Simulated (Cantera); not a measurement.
# Reactions in the system Al-I-O

Standard-state values (1 bar) from the NASA 1993 polynomials, evaluated with Cantera. Values are per mole of reaction as written; species without (g) are pure solids or liquids, kept so even where they would boil at 1 bar.

2 AlI3(g) + O(g) = Al2O(g) + 3 I2

```
T (K)  ΔH° (kJ)  ΔS° (J/K)  ΔG° (kJ)  log10 K  condensed phases
-----  --------  ---------  --------  -------  ----------------
300        -7.7     -307.3      84.5   -14.71             I2(s)
448        50.4     -157.2     120.8   -14.08             I2(l)
473        53.2     -151.0     124.6   -13.76             I2(l)
498        56.0     -145.2     128.3   -13.46             I2(l)
523        58.9     -139.7     131.9   -13.17             I2(l)
548        61.7     -134.4     135.3   -12.90             I2(l)
573        64.5     -129.4     138.6   -12.64             I2(l)
598        67.3     -124.5     141.8   -12.39             I2(l)
```
